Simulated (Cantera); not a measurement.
What does this Cantera script print?

```python
import numpy as np
import cantera as ct

gas_names = """
    Br Br2 H HBr H2 N NH NH2 NH3 N2 N2H2 N2H4 Si SiBr SiBr2 SiBr3 SiBr4 SiH SiHBr3 SiH2 SiH2Br2 SiH3
    SiH3Br SiH4 SiN Si2 Si2N Si3
""".split()
cond_names = """
    Br2(cr) Br2(L) Si(cr) Si(L) Si3N4(a)
""".split()


def load(file, names, dense=False):
    # The tables refer to 1 bar. Condensed volumes are neglected.
    table = {s.name: s for s in ct.Species.list_from_file(file)}
    out = []
    for n in names:
        d = dict(table[n].input_data)
        d["thermo"] = dict(d["thermo"], **{"reference-pressure": 1e5})
        if dense:
            d["equation-of-state"] = {"model": "constant-volume", "density": "1e6 g/cm^3"}
        out.append(ct.Species.from_dict(d))
    return out


gas = ct.Solution(thermo="ideal-gas", species=load("nasa_gas.yaml", gas_names))
cond = {s.name: ct.Solution(thermo="fixed-stoichiometry", species=[s], name=s.name)
        for s in load("nasa_condensed.yaml", cond_names, dense=True)}
atoms = {
    'Si': {'Si': 1},
    'HBr': {'H': 1, 'Br': 1},
    'N2': {'N': 2},
}
top_T = {'Si3N4(a)': 2400}  # K; cautious upper limits of use, not melting points


def equilibrate(T, P, feed):
    n = {}
    for name, mol in feed.items():
        for a, k in atoms[name].items():
            n[a] = n.get(a, 0.0) + k * mol
    gas.TPX = T, P, n
    mass = sum(n.values()) * gas.mean_molecular_weight
    gas.equilibrate("TP")
    valid = [c for c in cond.values() if c.min_temp <= T <= top_T.get(c.name, c.max_temp)]
    mix = ct.Mixture([(gas, mass / gas.mean_molecular_weight)] + [(c, 0.0) for c in valid])
    mix.T, mix.P = T, P
    mix.equilibrate("TP", solver="vcs", rtol=1e-11, max_steps=5000)
    return mix


results = []
feed = {'Si': 1, 'HBr': 2.7, 'N2': 36}  # mol
P = 1000  # Pa
for T in [925, 975, 1025, 1075, 1125, 1175, 1225, 1275, 1325, 1375, 1425, 1475, 1525, 1575]:
    mix = equilibrate(T, P, feed)
    results.append((T, P, feed, dict(zip(mix.species_names, mix.species_moles))))
    x = sorted(zip(gas.X, gas.species_names), reverse=True)
    print(f"T = {T:g} K  P = {P:g} Pa  gas = {mix.phase_moles(0):.4g} mol")
    print("   x: " + "  ".join(f"{s} {v:.3e}" for v, s in x if v > 1e-05))
    print("   condensed (mol): " + ("  ".join(f"{mix.phase(i).name} {mix.phase_moles(i):.4g}"
          for i in range(1, mix.n_phases) if mix.phase_moles(i) > 1e-12) or "none"))
```

Result:

```
T = 925 K  P = 1000 Pa  gas = 38 mol
   x: N2 9.316e-01  HBr 6.026e-02  H2 5.399e-03  SiBr4 2.697e-03
   condensed (mol): Si3N4(a) 0.2992
T = 975 K  P = 1000 Pa  gas = 38 mol
   x: N2 9.316e-01  HBr 6.042e-02  H2 5.314e-03  SiBr4 2.650e-03  Br 1.996e-05
   condensed (mol): Si3N4(a) 0.2997
T = 1025 K  P = 1000 Pa  gas = 38 mol
   x: N2 9.315e-01  HBr 6.056e-02  H2 5.246e-03  SiBr4 2.604e-03  Br 5.027e-05
   condensed (mol): Si3N4(a) 0.3002
T = 1075 K  P = 1000 Pa  gas = 38 mol
   x: N2 9.315e-01  HBr 6.065e-02  H2 5.196e-03  SiBr4 2.552e-03  Br 1.161e-04  SiBr3 1.378e-05  SiBr2 1.070e-05
   condensed (mol): Si3N4(a) 0.3007
T = 1125 K  P = 1000 Pa  gas = 38.01 mol
   x: N2 9.313e-01  HBr 6.069e-02  H2 5.173e-03  SiBr4 2.479e-03  Br 2.485e-04  SiBr2 4.103e-05  SiBr3 3.119e-05
   condensed (mol): Si3N4(a) 0.301
T = 1175 K  P = 1000 Pa  gas = 38.02 mol
   x: N2 9.311e-01  HBr 6.062e-02  H2 5.200e-03  SiBr4 2.356e-03  Br 4.959e-04  SiBr2 1.383e-04  SiBr3 6.458e-05
   condensed (mol): Si3N4(a) 0.3009
T = 1225 K  P = 1000 Pa  gas = 38.03 mol
   x: N2 9.307e-01  HBr 6.033e-02  H2 5.327e-03  SiBr4 2.133e-03  Br 9.235e-04  SiBr2 4.101e-04  SiBr3 1.210e-04
   condensed (mol): Si3N4(a) 0.2995
T = 1275 K  P = 1000 Pa  gas = 38.07 mol
   x: N2 9.301e-01  HBr 5.960e-02  H2 5.658e-03  SiBr4 1.749e-03  Br 1.596e-03  SiBr2 1.056e-03  SiBr3 1.988e-04
   condensed (mol): Si3N4(a) 0.2952
T = 1325 K  P = 1000 Pa  gas = 38.13 mol
   x: N2 9.293e-01  HBr 5.804e-02  H2 6.384e-03  Br 2.525e-03  SiBr2 2.297e-03  SiBr4 1.203e-03  SiBr3 2.725e-04
   condensed (mol): Si3N4(a) 0.2853
T = 1375 K  P = 1000 Pa  gas = 38.2 mol
   x: N2 9.283e-01  HBr 5.522e-02  H2 7.725e-03  SiBr2 4.140e-03  Br 3.623e-03  SiBr4 6.568e-04  SiBr3 3.004e-04
   condensed (mol): Si3N4(a) 0.2684
T = 1425 K  P = 1000 Pa  gas = 38.28 mol
   x: N2 9.275e-01  HBr 5.104e-02  H2 9.738e-03  SiBr2 6.342e-03  Br 4.779e-03  SiBr4 2.947e-04  SiBr3 2.747e-04
   condensed (mol): Si3N4(a) 0.2451
T = 1475 K  P = 1000 Pa  gas = 38.37 mol
   x: N2 9.269e-01  HBr 4.587e-02  H2 1.224e-02  SiBr2 8.694e-03  Br 5.948e-03  SiBr3 2.240e-04  SiBr4 1.189e-04  H 1.435e-05
   condensed (mol): Si3N4(a) 0.2177
T = 1525 K  P = 1000 Pa  gas = 38.46 mol
   x: N2 9.263e-01  HBr 4.022e-02  H2 1.498e-02  SiBr2 1.108e-02  Br 7.119e-03  SiBr3 1.713e-04  SiBr4 4.604e-05  H 2.895e-05
   condensed (mol): Si3N4(a) 0.1885
T = 1575 K  P = 1000 Pa  gas = 38.54 mol
   x: N2 9.258e-01  HBr 3.457e-02  H2 1.772e-02  SiBr2 1.337e-02  Br 8.275e-03  SiBr3 1.260e-04  H 5.532e-05  SiBr4 1.759e-05  SiBr 1.715e-05
   condensed (mol): Si3N4(a) 0.1595
```

Method: chemical equilibrium by Gibbs-energy minimisation in Cantera with the NASA 1993 tables (ideal gas, pure condensed phases). N2 is the only nitrogen source here; it is nearly inert below about 1500 K, so the nitride shown seldom forms there in practice. The tables' values for SiBr3, SiBr are old estimates; treat these amounts as uncertain.
